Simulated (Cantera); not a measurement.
A closed system holds: 1 mol HF, 1.2 mol O2, 0.045 mol SO2, equilibrated at 13300 Pa.

Equilibrium computed with Cantera from the NASA thermochemical tables; the gas is ideal and each condensed phase is pure. Candidate condensed phases: H2O, H2SO4, S; 71 gas species. Ions and electrons are included (thermal ionisation). Equilibrium is a limit: real reactors are often held back by kinetics, nucleation or transport.

x: gas mole fraction; nothing condenses.

```json
[
 {"T (K)": "3000", "x O": "0.188", "x O2": "0.368", "x HF": "0.355", "x F": "0.0371", "x H": "0.0111", "x OH": "0.0182", "x SO2": "0.0136"},
 {"T (K)": "3500", "x O": "0.469", "x O2": "0.121", "x HF": "0.200", "x F": "0.0994", "x H": "0.0711", "x OH": "0.0219", "x SO2": "0.00260"},
 {"T (K)": "4000", "x O": "0.553", "x O2": "___", "x HF": "___", "x F": "___", "x H": "___", "x OH": "___", "x SO2": "___"},
 {"T (K)": "4500", "x O": "0.550", "x O2": "___", "x HF": "___", "x F": "0.212", "x H": "0.209", "x OH": "___", "x SO2": "___"},
 {"T (K)": "5000", "x O": "0.549", "x O2": "0.000820", "x HF": "0.00277", "x F": "0.219", "x H": "0.218", "x OH": "0.000718", "x SO2": "1.15e-7"}
]
```

### Question
Complete the blanks.

### Answer

- 4000, x O2: 0.0184
- 4000, x HF: 0.0638
- 4000, x F: 0.178
- 4000, x H: 0.166
- 4000, x OH: 0.00857
- 4000, x SO2: 7.73e-5
- 4500, x O2: 0.00326
- 4500, x HF: 0.0129
- 4500, x OH: 0.00234
- 4500, x SO2: 2.16e-6
